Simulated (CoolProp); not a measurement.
Properties of fluorine along the isobar 8.07 MPa (Tc = -128.7 °C, pc = 5.240 MPa, ω = 0.045).

Computed with CoolProp (reference Helmholtz-energy equation of state, de Reuck 1990).

```tsv
T (°C)	phase	density (kg/m³)	cp (kJ/(kg K))	speed of sound (m/s)
-199.85	liquid	1596	1.466	970.1
-188.25	liquid	1523	1.478	859.5
-176.75	liquid	1445	1.509	768.4
-165.15	liquid	1359	1.562	678.2
-153.55	liquid	1263	1.652	582.8
-142.05	liquid	1148	1.838	477.8
-130.45	liquid	989.5	2.361	353.6
-118.95	supercritical	680.5	4.946	211.8
-107.35	supercritical	382.7	2.419	199.1
-95.75	supercritical	296.6	1.606	213.8
-84.25	supercritical	252.2	1.322	226.7
```

The peak of cp marks the crossing from liquid-like to gas-like fluid above the critical point.
